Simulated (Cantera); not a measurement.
**PbF₂ + H₂ (halide evaporation, hydrolysis and transport)**

Charge: 1 mol PbF₂, 19 mol H₂, equilibrated at 0.0900 bar.

Cantera equilibrium calculation (NASA polynomials, part measured and part estimated; ideal gas, pure solids and liquids). Candidate condensed phases: Pb, PbF₂; 16 gas species. Rates play no part.

From 1225 K to 1325 K the condensed part is Pb(l). From 1425 K to 2125 K nothing is condensed. The main Pb-bearing gas is Pb throughout.

| T (K) | x H₂ | x HF | x Pb | x H | x PbF | x Pb₂ | x PbF₂ | n Pb(l) |
|---|---|---|---|---|---|---|---|---|
| 1225 | 0.891 | 0.0990 | 0.0104 | 9.80e-7 | 7.83e-6 | 4.97e-7 | 4.02e-7 | 0.790 |
| 1325 | 0.864 | 0.0960 | 0.0401 | 5.07e-6 | 2.94e-5 | 4.71e-6 | 8.32e-7 | 0.165 |
| 1425 | 0.857 | 0.0952 | 0.0476 | 2.11e-5 | 3.44e-5 | 4.50e-6 | 5.92e-7 | 0 |
| 1525 | 0.857 | 0.0952 | 0.0476 | 7.30e-5 | 3.41e-5 | 3.21e-6 | 3.83e-7 | 0 |
| 1625 | 0.857 | 0.0952 | 0.0476 | 0.000218 | 3.38e-5 | 2.38e-6 | 2.62e-7 | 0 |
| 1725 | 0.857 | 0.0952 | 0.0476 | 0.000573 | 3.36e-5 | 1.82e-6 | 1.87e-7 | 0 |
| 1825 | 0.856 | 0.0951 | 0.0476 | 0.00136 | 3.34e-5 | 1.43e-6 | 1.39e-7 | 0 |
| 1925 | 0.854 | 0.0951 | 0.0475 | 0.00295 | 3.31e-5 | 1.15e-6 | 1.06e-7 | 0 |
| 2025 | 0.852 | 0.0949 | 0.0474 | 0.00592 | 3.29e-5 | 9.39e-7 | 8.37e-8 | 0 |
| 2125 | 0.847 | 0.0947 | 0.0473 | 0.0111 | 3.26e-5 | 7.79e-7 | 6.72e-8 | 0 |
x: gas mole fraction; n: condensed amount in mol.
